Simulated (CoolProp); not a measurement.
Vapour pressure (MPa) of isohexane: the reference equation beside estimates from Tc = 224.6 °C, pc = 3.043 MPa, ω = 0.280.

The numbers come from the reference Helmholtz-energy equation of state, Lemmon 2006 in CoolProp. It is a short technical equation, of lower accuracy than the large ones.

| T (°C) | reference | van der Waals | Soave-Redlich-Kwong |
|---|---|---|---|
| -0.75 | 0.008623 | 0.1522 | 0.008435 |
| 6.25 | 0.01221 | 0.1781 | 0.01197 |
| 13.15 | 0.01688 | 0.2063 | 0.01657 |
| 20.05 | 0.02291 | 0.2376 | 0.02254 |
| 27.05 | 0.03071 | 0.2725 | 0.03028 |
| 33.95 | 0.04037 | 0.3101 | 0.03989 |
| 40.85 | 0.05232 | 0.3511 | 0.05180 |
| 47.85 | 0.06716 | 0.3963 | 0.06664 |
| 54.75 | 0.08487 | 0.4444 | 0.08438 |
| 61.75 | 0.1064 | 0.4971 | 0.1060 |

Absolute difference from the reference over all 10 rows, mean and median: van der Waals 839.0 and 727.7 %, Soave-Redlich-Kwong 1.3 and 1.3 %.
